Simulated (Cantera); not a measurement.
Input: 1 mol Cu2O, 0.52 mol C, 5 mol N2, held at 1.80 bar.

Cantera equilibrium calculation (NASA polynomials, part measured and part estimated; ideal gas, pure solids and liquids). Candidate condensed phases: C, Cu, CuO, Cu2O; 27 gas species. Equilibrium is a limit: real reactors are often held back by kinetics, nucleation or transport.

log p: log10 of the partial pressure in bar; n: condensed amount in mol.

| T (°C) | log p N2 | log p CO2 | log p CO | log p Cu | log p NO | log p O2 | n Cu(s) | n Cu(l) |
|---|---|---|---|---|---|---|---|---|
| 677 | 0.21 | -0.81 | -1.88 | -11.72 | <-11 | <-11 | 2.00 | 0 |
| 727 | 0.21 | -0.81 | -1.88 | -10.81 | <-11 | <-11 | 2.00 | 0 |
| 777 | 0.21 | -0.81 | -1.88 | -9.98 | <-11 | <-11 | 2.00 | 0 |
| 827 | 0.21 | -0.81 | -1.88 | -9.23 | -11.37 | <-11 | 2.00 | 0 |
| 877 | 0.21 | -0.81 | -1.88 | -8.54 | -10.60 | <-11 | 2.00 | 0 |
| 927 | 0.21 | -0.81 | -1.88 | -7.91 | -9.89 | <-11 | 2.00 | 0 |
| 977 | 0.21 | -0.81 | -1.88 | -7.33 | -9.24 | <-11 | 2.00 | 0 |
| 1027 | 0.21 | -0.81 | -1.88 | … | … | … | 2.00 | 0 |
| 1077 | 0.21 | -0.81 | -1.88 | -6.31 | -8.09 | -10.64 | 2.00 | 0 |
| 1127 | 0.21 | -0.81 | -1.88 | -5.87 | -7.57 | -9.86 | 0 | 2.00 |
| 1177 | 0.21 | -0.81 | -1.88 | -5.46 | -7.09 | -9.14 | 0 | 2.00 |
| 1227 | 0.21 | -0.81 | -1.88 | … | … | … | 0 | 2.00 |
| 1277 | 0.21 | -0.81 | -1.88 | -4.73 | -6.23 | -7.83 | 0 | 2.00 |
| 1327 | 0.21 | -0.81 | -1.88 | -4.40 | -5.84 | -7.24 | 0 | 2.00 |

Problem. Fill in the missing entries.

Solution. 
- 1027, log p Cu: -6.80
- 1027, log p NO: -8.64
- 1027, log p O2: -11.47
- 1227, log p Cu: -5.08
- 1227, log p NO: -6.65
- 1227, log p O2: -8.46
